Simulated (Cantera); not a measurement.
Cantera run:

```python
import numpy as np
import cantera as ct

gas_names = """
    B BN BO BO2 B2 B2O B2O2 B2O3 N NO NO2 NO3 N2 N2O O O2 O3
""".split()
cond_names = """
    B(b) B(L) BN(s) B2O3(L)
""".split()


# ... load() reads the species with a 1 bar reference pressure and builds the phases ...
atoms = {
    'B': {'B': 1},
    'O2': {'O': 2},
    'N2': {'N': 2},
}
top_T = {'BN(s)': 3200}  # K; cautious upper limits of use, not melting points


# ... equilibrate(T, P, feed) seeds the gas with the atoms and calls Mixture.equilibrate('TP', solver="vcs", rtol=1e-11, max_steps=5000) ...
results = []
feed = {'B': 1, 'O2': 0.98, 'N2': 1.4}  # mol
T = 1350  # K
P = 133.322  # Pa
mix = equilibrate(T, P, feed)
results.append((T, P, feed, dict(zip(mix.species_names, mix.species_moles))))
print(gas.report(threshold=1e-06))
for i in range(1, mix.n_phases):
    print(f"{mix.phase(i).name:16s} {mix.phase_moles(i):12.5e} mol")
```

Result:

```
       temperature   1350 K
          pressure   133.32 Pa
           density   0.00033968 kg/m^3
  mean mol. weight   28.598 kg/kmol
   phase of matter   gas

                          1 kg             1 kmol
                     ---------------   ---------------
          enthalpy        1.1569e+06        3.3086e+07  J
   internal energy        7.6442e+05        2.1861e+07  J
           entropy             10458        2.9907e+05  J/K
    Gibbs function       -1.2961e+07       -3.7066e+08  J
 heat capacity c_p            1207.6             34535  J/K
 heat capacity c_v            916.87             26221  J/K

                      mass frac. Y      mole frac. X     chem. pot. / RT
                     ---------------   ---------------   ---------------
               BO2        7.7276e-05        5.1625e-05           -73.956
              B2O3         0.0012837        0.00052732            -129.9
                NO        0.00048553        0.00046276           -34.247
                N2           0.84064           0.85818           -32.467
                 O        2.4258e-06        4.3361e-06           -18.014
                O2           0.15751           0.14078           -36.028
     [  +11 minor]        2.0101e-07        1.2511e-07

B(b)              0.00000e+00 mol
BN(s)             0.00000e+00 mol
B2O3(L)           4.99098e-01 mol
```

Equilibrium computed with Cantera from the NASA thermochemical tables; the gas is ideal and each condensed phase is pure.
